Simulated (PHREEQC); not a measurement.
**Leach liquor: an equilibrium model**

Consider water at 25 °C with 1.3 mol/kgw HCl, 0.00022 mol/kgw ZnSO4 and 0.0037 mol/kgw MgSO4. Closed to the air; pH follows from the charge balance.

All values are PHREEQC results (ion-association model, phreeqc.dat), not measurements.

- pH = 0.02
- ionic strength = 1.31 mol/kgw
- activity of water = 0.956
- density = 1.020 g/cm³
- total alkalinity = -1300 meq/kg

```
species  molality  activity   log γ
-------  --------  --------  ------
Cl-          1.30     0.775  -0.225
H+           1.30     0.954  -0.133
Mg+2      0.00369   0.00117  -0.499
HSO4-     0.00367   0.00311  -0.072
SO4-2    0.000244   3.35e-5  -0.863
Zn+2      8.13e-5   1.26e-5  -0.811
ZnCl4-2   4.64e-5   7.18e-6  -0.811
ZnCl+     4.48e-5   2.62e-5  -0.233
ZnCl3-    3.16e-5   1.85e-5  -0.233
ZnCl2     1.57e-5   2.13e-5   0.131
```

No solid was allowed to form. Ionic strength above about 0.7 mol/kgw puts this run outside the model's range.
